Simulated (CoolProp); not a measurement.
Values from CoolProp's reference Helmholtz-energy equation of state, Span 2000.

**Question.** Give the vapour pressure (kPa), enthalpy of vaporisation (kJ/kg), liquid cp (kJ/(kg K)), vapour viscosity (µPa s) of saturated nitrogen at -160.95 °C.

**Answer.** 
```
T (°C)   p (kPa)  enthalpy of vaporisation (kJ/kg)  liquid cp (kJ/(kg K))  vapour viscosity (µPa s)
-------  -------  --------------------------------  ---------------------  ------------------------
-160.95     1660                               127                   2.92                      8.96
```

Viscosity comes from a separate model (Lemmon 2004).
